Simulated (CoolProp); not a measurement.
The fluid at 298.15 K and 0.0466 MPa is compressed adiabatically to 0.31 MPa with isentropic efficiency 0.75. The same conditions are run with several fluids, on thermodynamics alone (safety and materials aside).

The numbers come from the reference Helmholtz-energy equation of state of each fluid (R123: Younglove 1994; R1233zd(E): Akasaka 2022; ammonia: Gao 2020; R152A: Outcalt 1996) in CoolProp.

| fluid | work (kJ/kg) | final temperature (K) | final density (kg/m³) |
|---|---|---|---|
| R123 | (withheld) | (withheld) | 16.9 |
| R1233zd(E) | 50.0 | 362.8 | 14.3 |
| ammonia | 456 | 499.7 | 1.28 |
| R152A | (withheld) | (withheld) | (withheld) |

**Question.** Fill in the missing entries.

**Answer.** 
- R123, work (kJ/kg): 42.4
- R123, final temperature (K): 363.1
- R152A, work (kJ/kg): 104
- R152A, final temperature (K): 393.1
- R152A, final density (kg/m³): 6.42
